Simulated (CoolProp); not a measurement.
Vapour-liquid equilibrium of R134a (1) + R245fa (2) at -13.85 °C; x and y are mole fractions of (1).

Model: multi-fluid Helmholtz-energy mixture model, Tillner-Roth 1994 and Akasaka 2015; pair parameters Akasaka 2014, in CoolProp.

Problem. Give the bubble pressure and the first vapour's composition at x = 0.35, 0.85, 0.95. Is there an azeotrope?

Solution. x = 0.35: 0.07724 MPa, y = 0.762; x = 0.85: 0.1494 MPa, y = 0.970; x = 0.95: 0.1643 MPa, y = 0.991. No azeotrope shows between x = 0.05 and 0.95.

Pair parameters are fitted to limited data, so mixtures are less certain than the pure fluids.
